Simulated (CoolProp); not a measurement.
Saturation properties of octamethyltrisiloxane (MDM).

Model: reference Helmholtz-energy equation of state, Thol 2017, in CoolProp.

```
T (K)  p (MPa)  vapour density (kg/m³)  liquid cp (kJ/(kg K))
-----  -------  ----------------------  ---------------------
360.1  0.01209                  0.9705                  1.936
368.4  0.01672                   1.317                  1.958
376.8  0.02277                   1.763                  1.980
385.1  0.03038                   2.316                  2.002
393.5  0.04003                   3.008                  2.024
401.8  0.05181                   3.845                  2.046
410.2  0.06638                   4.870                  2.069
418.5  0.08374                   6.087                  2.092
426.9   0.1047                   7.555                  2.116
435.2   0.1293                   9.271                  2.140
443.6   0.1584                   11.32                  2.164
```

It boils at 425.6 K under 1 atm.
